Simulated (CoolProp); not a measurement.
The numbers come from the reference Helmholtz-energy equation of state, Lemmon 2006 in CoolProp. It is a short technical equation, of lower accuracy than the large ones.

Task: Give the vapour pressure (kPa), enthalpy of vaporisation (kJ/kg), surface tension (mN/m), vapour viscosity (µPa s) of saturated C2F6 (R116) at 236.9, 253.6, 261.9 K.

Result: 
```json
[
 {"T (K)": "236.9", "p (kPa)": "617", "enthalpy of vaporisation (kJ/kg)": "95.2", "surface tension (mN/m)": "5.59", "vapour viscosity (µPa s)": "11.0"},
 {"T (K)": "253.6", "p (kPa)": "1060", "enthalpy of vaporisation (kJ/kg)": "83.1", "surface tension (mN/m)": "3.62", "vapour viscosity (µPa s)": "12.0"},
 {"T (K)": "261.9", "p (kPa)": "1350", "enthalpy of vaporisation (kJ/kg)": "75.8", "surface tension (mN/m)": "2.70", "vapour viscosity (µPa s)": "12.8"}
]
```

Viscosity comes from a separate model (Huber 2003), an estimate that may be off by 10 % or more. Surface tension comes from a separate correlation (Mulero 2012).
